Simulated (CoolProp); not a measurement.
Values from CoolProp's reference Helmholtz-energy equation of state, Aleksandrov 2011. It is a short technical equation, of lower accuracy than the large ones.

**Question.** For n-undecane, give the phase and the speed of sound (m/s), expansivity (1/kK), fugacity coefficient at 404.5 K and 8760 kPa; 420 K and 8760 kPa; 450.8 K and 8760 kPa.

**Answer.** 
- 404.5 K and 8760 kPa: liquid; speed of sound 956, expansivity 1.09, fugacity coefficient 0.00314
- 420 K and 8760 kPa: liquid; speed of sound 911, expansivity 1.12, fugacity coefficient 0.00520
- 450.8 K and 8760 kPa: liquid; speed of sound 825, expansivity 1.19, fugacity coefficient 0.0124
